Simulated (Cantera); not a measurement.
An isothermal, constant-pressure homogeneous reactor starts with C2H6 : N2 = 1 : 2.5 (molar parts), at 1248 K and 0.987 atm.

Computed with Cantera and GRI-Mech 3.0 (53 species, 325 reactions). GRI-Mech 3.0 stops at C3 and has no aromatics, soot or wall deposition, so with more carbon than oxygen in the feed, carbon stays in small species such as C2H2 where larger ones or solid carbon would form.

One state of this run: x C2H6 = 0.000678; x HCN = 4.86e-11; x C2H = 4.79e-11; x H2 = 0.133; x C2H4 = 0.0606; x CH3 = 7.00e-6; x H = 2.85e-7. x: mole fraction; the columns are a selection and need not sum to one.

### Question
Which value of t (s) does it belong to?
A) 25.6
B) 0.000120
C) 100
D) 7.82e-6

### Answer
A, 25.6
